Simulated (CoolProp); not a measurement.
Carbon monoxide along the isotherm 236.8 K: density (kg/m³) from the reference equation and from simpler models built on Tc = 132.9 K, pc = 3.498 MPa, ω = 0.050; each cubic takes its own stable root.

Computed with CoolProp (reference Helmholtz-energy equation of state, Lemmon 2006). It is a short technical equation, of lower accuracy than the large ones.

| p (MPa) | phase | reference |
|---|---|---|
| 0.328 | gas | 4.687 |
| 0.656 | gas | 9.414 |
| 0.984 | gas | 14.18 |
| 1.31 | gas | 18.96 |
| 1.64 | gas | 23.83 |
| 1.97 | gas | 28.74 |
| 2.3 | gas | 33.68 |
| 2.62 | gas | 38.51 |
| 2.95 | gas | 43.52 |
| 3.28 | gas | 48.56 |
| 3.61 | supercritical | 53.64 |
| 3.94 | supercritical | 58.74 |
| 4.26 | supercritical | 63.71 |
| 4.59 | supercritical | 68.86 |
| 4.92 | supercritical | 74.04 |
| 5.25 | supercritical | 79.23 |

Task: How far does each simpler model (van der Waals, Redlich-Kwong, Peng-Robinson) lie from the reference over these 16 states: mean and median of the absolute difference, and the worst?

Result: 
- van der Waals: mean 1.6 %, median 1.6 %, worst +3.4 % at 236.8 K and 5.25 MPa
- Redlich-Kwong: mean 0.5 %, median 0.4 %, worst +0.9 % at 236.8 K and 5.25 MPa
- Peng-Robinson: mean 0.9 %, median 0.9 %, worst +1.6 % at 236.8 K and 5.25 MPa
